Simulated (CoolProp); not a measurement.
Properties of C2F6 (R116) along the isobar 4230 kPa.

Values from CoolProp's reference Helmholtz-energy equation of state, Lemmon 2006. It is a short technical equation, of lower accuracy than the large ones.

```tsv
T (K)	phase	density (kg/m³)	isothermal compressibility (1/MPa)	conductivity (mW/(m K))	Prandtl number	fugacity coefficient
209.8	liquid	1560	0.003424	72.7	4.71	0.05671
225.2	liquid	1490	0.004632	67.0	4.17	0.1027
240.6	liquid	1413	0.006585	61.3	3.77	0.1681
255.9	liquid	1326	0.01007	…	3.46	0.2522
271.3	liquid	1222	…	49.7	3.23	0.3539
286.7	liquid	1085	0.04109	43.1	3.12	0.4669
302	supercritical	833.6	0.2629	…	3.61	0.5795
317.4	supercritical	…	…	26.6	1.75	0.6643
332.8	supercritical	329.4	0.3885	23.5	1.22	0.7210
348.1	supercritical	280.7	0.3331	22.9	1.08	0.7648
363.5	supercritical	249.5	0.3044	23.2	1.01	0.8008
378.9	supercritical	227.1	0.2867	23.8	0.976	0.8308
394.3	supercritical	209.8	0.2747	24.6	…	0.8561
409.6	supercritical	195.9	0.2661	25.5	0.933	0.8775
425	supercritical	184.3	0.2596	26.5	…	0.8960
```

Question: Some entries are withheld; supply them.

Answer: 
- 255.9, conductivity (mW/(m K)): 55.7
- 271.3, isothermal compressibility (1/MPa): 0.01763
- 302, conductivity (mW/(m K)): 35.8
- 317.4, density (kg/m³): 434.1
- 317.4, isothermal compressibility (1/MPa): 0.5473
- 394.3, Prandtl number: 0.951
- 425, Prandtl number: 0.920

Viscosity comes from a separate model (Huber 2003), an estimate that may be off by 10 % or more. Thermal conductivity comes from a separate model (Huber 2003), an estimate that may be off by 10 % or more.
